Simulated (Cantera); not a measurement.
**Premixed flame**

A freely propagating, adiabatic, planar premixed flame of 10.2 % CH4, 0.470 % C2H6, 0.796 % C3H8, 18.6 % O2, 69.9 % N2, equivalence ratio 1.4, unburnt at 425 K and 0.977 atm; mixture-averaged transport, grid criteria slope 0.08 and curve 0.16, no radiation.

Cantera simulation using GRI-Mech 3.0 (53 species, 325 reactions); the numbers are that mechanism's predictions, not measurements. Burning velocities carry a grid error of a few per cent, more on coarse grids.

```csv
z (mm),T (K),u (m/s),x CH4,x C2H6,x C3H8,x H,x H2,x NO
-1.84,425,0.363,0.102,0.00468,0.00794,<1e-8,0.00285,<1e-8
-1.23,429,0.368,0.101,0.00466,0.00791,<1e-8,0.00809,<1e-8
-0.922,447,0.386,0.0993,0.00463,0.00785,<1e-8,0.0146,3.58e-8
-0.615,565,0.495,0.0916,0.00450,0.00759,3.31e-8,0.0267,4.28e-7
-0.307,1046,0.943,0.0622,0.00383,0.00475,2.31e-5,0.0433,5.07e-6
-0.154,1442,1.32,0.0358,0.00233,0.00120,0.000287,0.0514,1.07e-5
0,1792,1.67,0.0111,0.000281,1.28e-5,0.00179,0.0562,1.94e-5
0.154,1959,1.83,0.00193,8.02e-6,<1e-8,0.00375,0.0567,3.30e-5
0.307,2010,1.87,0.000350,3.05e-7,<1e-8,0.00455,0.0571,4.79e-5
0.615,2033,1.89,2.46e-5,<1e-8,<1e-8,0.00447,0.0586,6.92e-5
1.23,2043,1.90,9.69e-7,<1e-8,<1e-8,0.00379,0.0598,8.86e-5
2.46,2053,1.90,2.12e-8,<1e-8,<1e-8,0.00290,0.0601,0.000101
4.92,2063,1.91,<1e-8,<1e-8,<1e-8,0.00198,0.0604,0.000106
```
x: mole fraction of selected species; z is measured from the peak of heat release.

* **laminar burning velocity**: 36.2 cm/s
* **thermal thickness**: 0.615 mm
* **peak x(H)**: 0.00463
* **peak x(H2)**: 0.0606
* **grid points**: 158
